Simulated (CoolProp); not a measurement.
Computed with CoolProp (reference Helmholtz-energy equation of state, Schmidt 1985).

### Question
Give the vapour pressure (MPa), liquid density (kg/m³), enthalpy of vaporisation (kJ/kg), vapour Z of saturated oxygen at -137.85 °C.

### Answer
| T (°C) | p (MPa) | liquid density (kg/m³) | enthalpy of vaporisation (kJ/kg) | vapour Z |
|---|---|---|---|---|
| -137.85 | 2.26 | 858 | 140 | 0.708 |
